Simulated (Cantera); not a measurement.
**Pyrogenic steam for wet oxidation**

An isothermal, constant-pressure homogeneous reactor starts with 12.6 % H2, 35.0 % O2, 52.4 % N2, equivalence ratio 0.18, at 1400 K and 435 Torr.

Cantera simulation using the H2/O2 subset of GRI-Mech 3.0, which has no nitrogen chemistry; the numbers are that mechanism's predictions, not measurements. The temperature is held fixed by assumption; the heat of reaction is taken as removed at once.

| t (s) | x H2 | x O2 | x H | x H2O | x HO2 |
|---|---|---|---|---|---|
| 3.00e-5 | 0.0145 | 0.287 | 0.0324 | 0.0911 | 7.93e-5 |
| 0.000160 | 0.000654 | 0.304 | 0.000468 | 0.132 | 3.86e-5 |
| 0.000857 | 2.18e-5 | 0.306 | 3.17e-6 | 0.134 | 3.09e-6 |
| 0.00458 | 1.65e-6 | 0.306 | 8.27e-8 | 0.134 | 3.44e-7 |
| 0.0245 | 2.56e-7 | 0.306 | 5.64e-9 | 0.134 | 1.24e-7 |
| 0.131 | 1.45e-7 | 0.306 | 2.46e-9 | 0.134 | 1.21e-7 |
| 0.700 | 1.45e-7 | 0.306 | 2.45e-9 | 0.134 | 1.21e-7 |
| 3.74 | 1.45e-7 | 0.306 | 2.45e-9 | 0.134 | 1.21e-7 |
| 20.0 | 1.45e-7 | 0.306 | 2.45e-9 | 0.134 | 1.21e-7 |
x: mole fraction; the columns are a selection and need not sum to one.

Equilibrium at this temperature and pressure: H2 1.45e-7, O2 0.306, H 2.45e-9, H2O 0.134, HO2 1.21e-7 (gas phase only).
